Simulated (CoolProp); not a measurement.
Model: reference Helmholtz-energy equation of state, Tillner-Roth 1997, in CoolProp.

Task: For CH2F2 (R32), give the phase and the density (kg/m³), expansivity (1/kK), viscosity (µPa s), Prandtl number at 387.7 K and 0.867 MPa; 387.7 K and 4.03 MPa; 387.7 K and 5.91 MPa.

Result: 
- 387.7 K and 0.867 MPa: gas; density 14.6, expansivity 3.00, viscosity 17.3, Prandtl number 0.786
- 387.7 K and 4.03 MPa: gas; density 82.0, expansivity 5.53, viscosity 18.0, Prandtl number 0.889
- 387.7 K and 5.91 MPa: supercritical; density 140, expansivity 8.71, viscosity 19.3, Prandtl number 1.04

Viscosity comes from a separate model (Bell 2016), an estimate that may be off by 10 % or more. Thermal conductivity comes from a separate model (Huber 2003), an estimate that may be off by 10 % or more.
